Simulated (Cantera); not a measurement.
Input: 1 mol SiH₄, 33 mol H₂, at 0.00133 bar.

Equilibrium computed with Cantera from the NASA thermochemical tables; the gas is ideal and each condensed phase is pure. Candidate condensed phases: Si; 9 gas species. Equilibrium is a limit: real reactors are often held back by kinetics, nucleation or transport. All values below are at 1623 K.

Base state: H₂ 0.998, H 0.00189, Si 0.000117 (mole fractions); condensed: Si(s).

What changes in the equilibrium state with this change: pressure from 0.00133 bar to 0.100 bar?


| species | before | after |
|---|---|---|
| H₂ | 0.998 | 1.000 |
| H | 0.00189 | 0.000219 |
| Si | 0.000117 | 1.56e-6 |
| Si(s), mol | 0.995 | 1.000 |
